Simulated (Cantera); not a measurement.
Si(CH3)4 + C2H4 + H2 (silicon carbide growth)

Charge: 1 mol Si(CH3)4, 0.52 mol C2H4, 12 mol H2, held at 0.00133 bar.

Cantera equilibrium calculation (NASA polynomials, part measured and part estimated; ideal gas, pure solids and liquids). Candidate condensed phases: C, C6H6, C7H8, C8H18, Si, SiC; 87 gas species. Gases not in the tables: Si2H6 and higher silanes. The numbers say what is thermodynamically allowed, not how fast it happens.

| T (K) | x H2 | x H | x Si | x C2H2 (acetylene) | x SiC2 | n C(graphite) | n SiC(s) |
|---|---|---|---|---|---|---|---|
| 1498 | 1.000 | 0.000471 | 5.44e-8 | 8.81e-6 | 9.35e-11 | 4.04 | 1.000 |
| 1548 | 0.999 | 0.000843 | 2.08e-7 | 1.57e-5 | 5.42e-10 | 4.04 | 1.000 |
| 1598 | 0.999 | 0.00146 | 7.32e-7 | 2.69e-5 | 2.81e-9 | 4.04 | 1.000 |
| 1648 | 0.998 | 0.00244 | 2.38e-6 | 4.46e-5 | 1.31e-8 | 4.04 | 1.000 |
| 1698 | 0.996 | 0.00395 | 7.23e-6 | 7.18e-5 | 5.60e-8 | 4.04 | 1.000 |
| 1748 | 0.994 | 0.00624 | 2.06e-5 | 0.000112 | 2.19e-7 | 4.04 | 1.000 |
| 1798 | 0.990 | 0.00960 | 5.52e-5 | 0.000171 | 7.96e-7 | 4.03 | 0.999 |
| 1848 | 0.985 | 0.0144 | 0.000140 | 0.000254 | 2.69e-6 | 4.03 | 0.997 |
| 1898 | 0.978 | 0.0212 | 0.000339 | 0.000368 | 8.50e-6 | 4.03 | 0.993 |
| 1948 | 0.968 | 0.0305 | 0.000784 | 0.000522 | 2.53e-5 | 4.04 | 0.983 |
| 1998 | 0.954 | 0.0429 | 0.00174 | 0.000724 | 7.12e-5 | 4.05 | 0.962 |
| 2048 | 0.936 | 0.0593 | 0.00370 | 0.000981 | 0.000190 | 4.07 | 0.917 |
| 2098 | 0.910 | 0.0804 | 0.00759 | 0.00130 | 0.000485 | 4.14 | 0.823 |
x: gas mole fraction; n: condensed amount in mol.

From 1498 K to 2098 K the condensed part is C(graphite) + SiC(s). The main Si-bearing gas is Si throughout.
